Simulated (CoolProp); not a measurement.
The fluid at 293.15 K and 0.0128 MPa is throttled through a valve to 0.00233 MPa with no heat exchange. The same conditions are run with several fluids, on thermodynamics alone (safety and materials aside).

Computed with CoolProp (reference Helmholtz-energy equation of state of each fluid (n-perfluorohexane: Gao 2022; R507A: Lemmon 2003; R143a: Lemmon and Jacobsen 2000; isobutene: Lemmon 2005; oxygen: Schmidt 1985)). Blends and air are pseudo-pure fits.

```tsv
fluid	temperature change (K)	final density (kg/m³)
n-perfluorohexane	-0.3	[?]
R507A	-0.2	[?]
R143a	-0.2	0.0804
isobutene	-0.3	0.0537
oxygen	-0.0	[?]
```

Problem. What belongs in the gaps?

Solution. 
- n-perfluorohexane, final density (kg/m³): 0.324
- R507A, final density (kg/m³): 0.0946
- oxygen, final density (kg/m³): 0.0306
